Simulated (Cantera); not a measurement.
**Carbon deposition, reforming and gasification: C2H4 + H2O + H2**

Charge: 1 mol C2H4, 0.17 mol H2O, 0.39 mol H2, equilibrated at 64500 Torr.

These are equilibrium values from Cantera (NASA tables, ideal gas, pure condensed phases), not measurements of a reactor. Candidate condensed phases: C, C6H6, C7H8, C8H18, H2O; 110 gas species. The ideal-gas law is rough above about 30 bar. Equilibrium is a limit: real reactors are often held back by kinetics, nucleation or transport.

| T (K) | x H2 | x CH4 | x H2O | x CO | x CO2 | x C2H2 (acetylene) | x C2H4 | n C(graphite) |
|---|---|---|---|---|---|---|---|---|
| 900 | 0.164 | 0.726 | 0.103 | 0.00299 | 0.00429 | 9.25e-12 | 8.19e-7 | 0.908 |
| 1050 | 0.338 | 0.563 | 0.0793 | 0.0150 | 0.00414 | 1.40e-9 | 7.23e-6 | 1.03 |
| 1200 | 0.531 | 0.382 | 0.0457 | 0.0386 | 0.00242 | 5.45e-8 | 3.03e-5 | 1.19 |
| 1350 | 0.688 | 0.235 | 0.0194 | 0.0571 | 0.000819 | 8.52e-7 | 7.62e-5 | 1.36 |
| 1500 | 0.791 | 0.138 | 0.00741 | 0.0635 | 0.000230 | 7.13e-6 | 0.000138 | 1.52 |
| 1650 | 0.850 | 0.0825 | 0.00303 | 0.0644 | 7.15e-5 | 3.88e-5 | 0.000206 | 1.63 |
| 1800 | 0.882 | 0.0515 | 0.00139 | 0.0641 | 2.64e-5 | 0.000155 | 0.000275 | 1.70 |
| 1950 | 0.901 | 0.0339 | 0.000710 | 0.0637 | 1.14e-5 | 0.000492 | 0.000342 | 1.74 |
| 2100 | 0.910 | 0.0235 | 0.000398 | 0.0634 | 5.61e-6 | 0.00132 | 0.000407 | 1.76 |
x: gas mole fraction; n: condensed amount in mol.

From 900 K to 2100 K the condensed part is C(graphite). The main C-bearing gas is CH4 at 900 K and CO at 2100 K. The share of C in condensed phases is highest at 2100 K (87.9 %) and lowest at 900 K (45.4 %).
